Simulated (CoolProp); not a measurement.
Saturated liquid density (kg/m³) of isopentane: the reference equation beside estimates from Tc = 187.2 °C, pc = 33.78 bar, ω = 0.227.

Values from CoolProp's reference Helmholtz-energy equation of state, Lemmon 2006. It is a short technical equation, of lower accuracy than the large ones.

| T (°C) | reference | van der Waals | Redlich-Kwong | Soave-Redlich-Kwong | Peng-Robinson |
|---|---|---|---|---|---|
| 15.85 | 624.2 | 384.9 | 564.7 | 580.9 | 656.3 |
| 23.75 | 616.2 | 380.1 | 556.2 | 573.1 | 647.8 |
| 31.55 | 608.2 | 375.1 | 547.5 | 565.0 | 639.1 |
| 39.35 | 600.1 | 370.0 | 538.6 | 556.6 | 629.9 |
| 47.15 | 591.7 | 364.8 | 529.3 | 547.9 | 620.3 |
| 54.95 | 583.2 | 359.4 | 519.7 | 538.7 | 610.2 |
| 62.75 | 574.3 | 353.8 | 509.7 | 529.1 | 599.7 |
| 70.55 | 565.3 | 348.0 | 499.4 | 519.1 | 588.5 |
| 78.35 | 555.9 | 342.0 | 488.6 | 508.5 | 576.8 |

Absolute difference from the reference over all 9 rows, mean and median: van der Waals 38.4 and 38.3 %, Redlich-Kwong 10.7 and 10.5 %, Soave-Redlich-Kwong 7.5 and 7.4 %, Peng-Robinson 4.7 and 4.8 %.
